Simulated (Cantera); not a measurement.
A perfectly stirred reactor is fed with CH3OH : O2 : N2 = 0.0052 : 0.019 : 0.51 (molar parts), equivalence ratio 0.41, at 19.0 bar; it is held at 1548 K, and followed from long to short residence time.

Detailed kinetics in Cantera: GRI-Mech 3.0 (53 species, 325 reactions). GRI-Mech 3.0 was tuned for natural gas; its chemistry of methanol as a main component is partial and can be far from experiment. The pressure lies above the range GRI-Mech 3.0 was tuned for (to about 10 atm).

One state of this run: x CH3OH = 5.49e-5; x O2 = 0.0221; x HCO = 9.49e-8; x OH = 6.78e-5; x NO = 5.13e-7. x: mole fraction; the columns are a selection and need not sum to one.

Task: Which value of τ (s) does it belong to?
A) 0.17
B) 0.044
C) 0.00084
D) 0.0031

Result: C, 0.00084
